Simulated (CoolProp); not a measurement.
Vapour-liquid equilibrium of hydrogen sulfide (1) + propane (2) at 0.297 bar; x and y are mole fractions of (1).

Model: multi-fluid Helmholtz-energy mixture model, Lemmon 2006 and Lemmon 2009; pair parameters Kunz 2012, in CoolProp.

**Question.** Give the bubble temperature and the first vapour's composition at x = 0.05, 0.5, 0.8. Is there an azeotrope?

**Answer.** x = 0.05: 199.2 K, y = 0.381; x = 0.5: 189.0 K, y = 0.737; x = 0.8: 188.9 K, y = 0.755. y crosses x between x = 0.65 and 0.8: the model has an azeotrope there.

Pair parameters are fitted to limited data, so mixtures are less certain than the pure fluids. With so large a gap from Raoult's law the liquid may split in two, which this calculation doesn't test in full.
